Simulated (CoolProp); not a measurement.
A simple Rankine cycle with fluoroethane (R161): condensing at 292.15 K, boiler at 1.94 MPa, turbine inlet 368.1 K, turbine efficiency 0.9, pump efficiency 0.7, no recuperator. Each further row changes one setting.

Model: reference Helmholtz-energy equation of state, Wu 2012, in CoolProp.

```tsv
case	thermal efficiency (%)	net work (kJ/kg)	heat in (kJ/kg)	turbine exit temperature (K)	volume ratio over the turbine
as stated	9.1	40.1	439	325.0	2.37
turbine inlet 388.1 K	9.3	44.0	474	345.9	2.35
condensing temperature 284.15 K	11.0	50.3	456	314.7	2.94
boiler pressure 1.36 MPa	5.9	26.5	452	342.9	1.68
turbine efficiency 0.8	8.1	35.4	439	328.1	2.40
```
